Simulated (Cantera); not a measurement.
## Low-pressure radical oxidation in H2/O2

An isothermal, constant-pressure homogeneous reactor starts with 9.09 % H₂, 90.9 % O₂, at 1275 K and 410 Pa.

Model: the H2/O2 subset of GRI-Mech 3.0, which has no nitrogen chemistry, integrated in Cantera. Radical loss at walls, strong at low pressure, is not modelled. The temperature is held fixed by assumption; the heat of reaction is taken as removed at once.

```
t (s)         x H₂   x O₂       x O    x H₂O₂       x H    x HO₂      x OH
--------  --------  -----  --------  --------  --------  -------  --------
0.000200    0.0909  0.909   1.04e-8  7.43e-12   1.34e-8  1.77e-8   8.51e-9
0.000433    0.0909  0.909   4.79e-8  3.47e-11   4.13e-8  3.84e-8   3.54e-8
0.000938    0.0909  0.909   4.42e-7  1.61e-10   3.27e-7  8.33e-8   3.13e-7
0.00203     0.0908  0.909   3.28e-5  7.54e-10   2.38e-5  2.00e-7   2.30e-5
0.00440     0.0201  0.860    0.0329   9.68e-8    0.0214  1.36e-6    0.0112
0.00953    0.00244  0.842    0.0542   4.12e-8    0.0192  1.34e-6   0.00703
0.0206     0.00236  0.844    0.0524   4.14e-8    0.0182  1.34e-6   0.00692
0.0447     0.00222  0.849    0.0485   4.21e-8    0.0163  1.33e-6   0.00672
0.0969     0.00193  0.857    0.0411   4.32e-8    0.0128  1.32e-6   0.00630
0.210      0.00142  0.871    0.0292   4.41e-8   0.00777  1.25e-6   0.00545
0.454     0.000770  0.887    0.0153   4.16e-8   0.00296  1.06e-6   0.00405
0.984     0.000277  0.898   0.00537   3.21e-8  0.000619  7.06e-7   0.00244
2.13       7.35e-5  0.903   0.00141   1.92e-8   8.38e-5  3.35e-7   0.00126
4.62       1.81e-5  0.904  0.000346   9.56e-9   1.02e-5  1.23e-7  0.000626
10.0       4.80e-6  0.905   9.20e-5   4.40e-9   1.40e-6  4.34e-8  0.000323
```
x: mole fraction; the columns are a selection and need not sum to one.

Equilibrium at this temperature and pressure: H₂ 8.69e-8, O₂ 0.905, O 1.67e-6, H₂O₂ 2.62e-10, H 3.42e-9, HO₂ 2.17e-8, OH 4.35e-5 (gas phase only).
